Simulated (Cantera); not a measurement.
# Ta2O5 + CH4 + H2 + CO (carbothermic reduction)

Input: 1 mol Ta2O5, 0.48 mol CH4, 8.8 mol H2, 11 mol CO, equilibrated at 0.975 Torr.

Cantera equilibrium calculation (NASA polynomials, part measured and part estimated; ideal gas, pure solids and liquids). Candidate condensed phases: C, C6H6, C7H8, C8H18, H2O, Ta, TaC, Ta2O5; 113 gas species. Mutual solubility and eutectic melting of coexisting phases are not modelled. TaC: taken at fixed stoichiometry. Condensed phases not in the tables: Ta2C, N, O or C dissolved in the metal. Equilibrium is a limit: real reactors are often held back by kinetics, nucleation or transport.

From 575 °C to 675 °C the condensed part is C(graphite) + Ta2O5(s). From 775 °C to 1575 °C the condensed part is TaC(s) + Ta2O5(s). At 1675 °C the condensed part is Ta(s) + Ta2O5(s).

| T (°C) | x CO | x H2 | x H | x CO2 | x H2O | x TaO2 | x CH4 | x TaO | n C(graphite) | n Ta2O5(s) | n TaC(s) | n Ta(s) |
|---|---|---|---|---|---|---|---|---|---|---|---|---|
| 575 | 0.517 | 0.472 | 3.63e-10 | 0.00793 | 0.00234 | <1e-12 | 0.000186 | <1e-12 | 0.687 | 1.00 | 0 | 0 |
| 675 | 0.529 | 0.470 | 9.97e-9 | 0.000637 | 0.000313 | <1e-12 | 4.93e-5 | <1e-12 | 0.499 | 1.00 | 0 | 0 |
| 775 | 0.537 | 0.462 | 1.46e-7 | 0.000149 | 0.000108 | <1e-12 | 9.05e-6 | <1e-12 | 0 | 0.931 | 0.139 | 0 |
| 875 | 0.537 | 0.462 | 1.35e-6 | 0.000146 | 0.000149 | <1e-12 | 6.90e-7 | <1e-12 | 0 | 0.931 | 0.139 | 0 |
| 975 | 0.537 | 0.462 | 8.81e-6 | 0.000144 | 0.000193 | <1e-12 | 7.97e-8 | <1e-12 | 0 | 0.930 | 0.139 | 0 |
| 1075 | 0.537 | 0.462 | 4.36e-5 | 0.000142 | 0.000239 | 6.43e-12 | 1.28e-8 | <1e-12 | 0 | 0.930 | 0.139 | 0 |
| 1175 | 0.537 | 0.462 | 0.000174 | 0.000141 | 0.000287 | 3.65e-10 | 2.64e-9 | 7.91e-12 | 0 | 0.930 | 0.140 | 0 |
| 1275 | 0.537 | 0.462 | 0.000580 | 0.000139 | 0.000334 | 1.21e-8 | 6.74e-10 | 4.84e-10 | 0 | 0.930 | 0.140 | 0 |
| 1375 | 0.537 | 0.461 | 0.00168 | 0.000138 | 0.000381 | 2.60e-7 | 2.04e-10 | 1.78e-8 | 0 | 0.930 | 0.140 | 0 |
| 1475 | 0.536 | 0.459 | 0.00429 | 0.000137 | 0.000425 | 3.88e-6 | 7.06e-11 | 4.28e-7 | 0 | 0.930 | 0.141 | 0 |
| 1575 | 0.535 | 0.455 | 0.00992 | 0.000136 | 0.000465 | 4.27e-5 | 2.73e-11 | 7.25e-6 | 0 | 0.929 | 0.141 | 0 |
| 1675 | 0.534 | 0.443 | 0.0209 | 0.000176 | 0.000643 | 0.000319 | 8.69e-12 | 6.14e-5 | 0 | 0.897 | 0 | 0.197 |
x: gas mole fraction; n: condensed amount in mol.
